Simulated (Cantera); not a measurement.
Input (Python, Cantera) and output of one run.

```python
import numpy as np
import cantera as ct

gas_names = """
    AL ALCL ALCL2 ALCL3 ALN AL2 AL2CL6 CL CL2 N N2
""".split()
cond_names = """
    AL(cr) AL(L) ALCL3(s) ALCL3(L) ALN(s)
""".split()


def load(file, names, dense=False):
    # The tables refer to 1 bar. Condensed volumes are neglected.
    table = {s.name: s for s in ct.Species.list_from_file(file)}
    out = []
    for n in names:
        d = dict(table[n].input_data)
        d["thermo"] = dict(d["thermo"], **{"reference-pressure": 1e5})
        if dense:
            d["equation-of-state"] = {"model": "constant-volume", "density": "1e6 g/cm^3"}
        out.append(ct.Species.from_dict(d))
    return out


gas = ct.Solution(thermo="ideal-gas", species=load("nasa_gas.yaml", gas_names))
cond = {s.name: ct.Solution(thermo="fixed-stoichiometry", species=[s], name=s.name)
        for s in load("nasa_condensed.yaml", cond_names, dense=True)}
atoms = {
    'Al': {'AL': 1},
    'Cl2': {'CL': 2},
    'N2': {'N': 2},
}
top_T = {'ALN(s)': 2750}  # K; cautious upper limits of use, not melting points


def equilibrate(T, P, feed):
    n = {}
    for name, mol in feed.items():
        for a, k in atoms[name].items():
            n[a] = n.get(a, 0.0) + k * mol
    gas.TPX = T, P, n
    mass = sum(n.values()) * gas.mean_molecular_weight
    gas.equilibrate("TP")
    valid = [c for c in cond.values() if c.min_temp <= T <= top_T.get(c.name, c.max_temp)]
    mix = ct.Mixture([(gas, mass / gas.mean_molecular_weight)] + [(c, 0.0) for c in valid])
    mix.T, mix.P = T, P
    mix.equilibrate("TP", solver="vcs", rtol=1e-11, max_steps=5000)
    return mix


results = []
feed = {'Al': 1, 'Cl2': 1.1, 'N2': 14}  # mol
P = 4.9  # Pa
for T in [1100, 1150, 1200, 1250, 1300, 1350, 1400, 1450]:
    mix = equilibrate(T, P, feed)
    results.append((T, P, feed, dict(zip(mix.species_names, mix.species_moles))))

top = {s: max(r[3][s] / sum(r[3][g] for g in gas_names) for r in results) for s in gas_names}
cols = sorted((s for s in top if top[s] > 1e-05), key=lambda s: -top[s])[:6]
seen = [c for c in cond_names if any(r[3].get(c, 0) > 1e-12 for r in results)]
print("log10 of partial pressures in bar; condensed amounts in mol")
print(f"{'T/K':>10s}" + "".join(f"{s[:9]:>10s}" for s in cols + seen))
for T, P, feed, n in results:
    ng = sum(n[g] for g in gas_names)
    print(f"{T:10.4g}" + "".join(f"{np.log10(max(n[s] / ng * P / 1e5, 1e-99)):10.3f}" for s in cols)
          + "".join(f"{n.get(c, 0):10.4g}" for c in seen))
```

Output:

```
log10 of partial pressures in bar; condensed amounts in mol
       T/K        N2     ALCL3      ALCL     ALCL2        CL    ALN(s)
      1100    -4.332    -5.611    -8.412    -7.908   -10.591    0.2647
      1150    -4.332    -5.614    -7.694    -7.477   -10.149    0.2593
      1200    -4.333    -5.625    -7.039    -7.087    -9.746    0.2403
      1250    -4.335    -5.658    -6.445    -6.744    -9.383    0.1767
      1300    -4.340    -5.746    -5.943    -6.479    -9.053         0
      1350    -4.340    -5.751    -5.949    -6.432    -8.474         0
      1400    -4.340    -5.757    -5.955    -6.389    -7.937         0
      1450    -4.340    -5.765    -5.958    -6.350    -7.439         0
```

Equilibrium computed with Cantera from the NASA thermochemical tables; the gas is ideal and each condensed phase is pure. The tables' values for AlCl2 are old estimates; treat these amounts as uncertain.
